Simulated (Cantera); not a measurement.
# Reactions in the system C-H-Ta

Cantera with NASA thermochemical tables; ideal gases at 1 bar, condensed phases pure. Values are per mole of reaction as written; species without (g) are pure solids or liquids, kept so even where they would boil at 1 bar. TaC: taken at fixed stoichiometry.

C2H6(g) + 4 TaC → C6H6(g) + 4 Ta

```csv
T (K),ΔH° (kJ),ΔS° (J/K),ΔG° (kJ),log10 K
300,743.1,36.2,732.2,-127.49
1775,731.6,19.9,696.2,-20.49
1825,731.1,19.7,695.2,-19.90
1875,730.5,19.3,694.2,-19.34
1925,729.9,19.0,693.3,-18.81
1975,729.3,18.7,692.3,-18.31
2025,728.7,18.4,691.4,-17.83
2075,728.0,18.1,690.5,-17.38
```
